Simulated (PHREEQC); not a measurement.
Consider water at 25 °C with 0.0045 mol CuCl2 per kg of water. Closed to the air; pH follows from the charge balance.

Equilibrium calculation in PHREEQC: ion-association model, wateq4f.dat.

Each row changes one thing in this solution. Precipitation was switched off in this run.

```tsv
case	pH	CuCl+ (mol/kgw)	Cu2(OH)2+2 (mol/kgw)	CuOH+ (mol/kgw)	Cu(OH)2 (mol/kgw)	SI of Tenorite (CuO)	SI of Atacamite (Cu2(OH)3Cl)
as made	4.95	6.82e-5	4.39e-6	2.82e-6	4.61e-7	-0.27	+0.30
0.00058 mol/kgw CaBr2 added	4.95	6.67e-5	4.38e-6	2.80e-6	4.58e-7	-0.28	+0.29
diluted 100-fold with water	5.87	1.01e-8	4.43e-8	3.14e-7	4.79e-7	___	-2.54
temperature from 25 to 45 °C	4.72	___	9.53e-6	___	1.59e-7	-0.03	+0.46
0.0056 mol/kgw NaNO3 added	4.96	6.38e-5	4.36e-6	2.76e-6	___	-0.28	+0.27
```

Problem. Complete the blanks.

Solution. 
- diluted 100-fold with water, SI of Tenorite (CuO): -0.26
- temperature from 25 to 45 °C, CuCl+ (mol/kgw): 0.000163
- temperature from 25 to 45 °C, CuOH+ (mol/kgw): 1.63e-6
- 0.0056 mol/kgw NaNO3 added, Cu(OH)2 (mol/kgw): 4.53e-7

Complexes and solids missing from the database can't appear. Some of these states are supersaturated (in Atacamite, for instance). Away from 25 °C the constants follow the database's enthalpies or fits; those with neither stay at their 25 °C values.
